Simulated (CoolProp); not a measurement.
Properties of R365MFC along the isotherm 226.85 °C.

Values from CoolProp's reference Helmholtz-energy equation of state, Lemmon 2016.

```csv
p (kPa),phase,density (kg/m³),speed of sound (m/s),fugacity coefficient
377,gas,…,166.2,0.9682
754,gas,28.75,161.0,0.9370
1130,gas,44.72,155.7,0.9065
1510,gas,62.19,150.3,…
1880,gas,80.72,…,0.8476
2260,gas,…,139.4,0.8188
2640,gas,124.6,…,0.7905
3020,gas,150.3,128.6,0.7629
3390,supercritical,178.3,123.6,0.7367
3770,supercritical,…,118.7,…
4150,supercritical,248.2,…,0.6847
4520,supercritical,290.4,110.5,0.6603
4900,supercritical,341.6,107.4,0.6359
```

Q: Fill in the missing entries.

A: 
- 377, density (kg/m³): 13.88
- 1510, fugacity coefficient: 0.8764
- 1880, speed of sound (m/s): 144.9
- 2260, density (kg/m³): 101.6
- 2640, speed of sound (m/s): 133.9
- 3770, density (kg/m³): 210.8
- 3770, fugacity coefficient: 0.7103
- 4150, speed of sound (m/s): 114.3
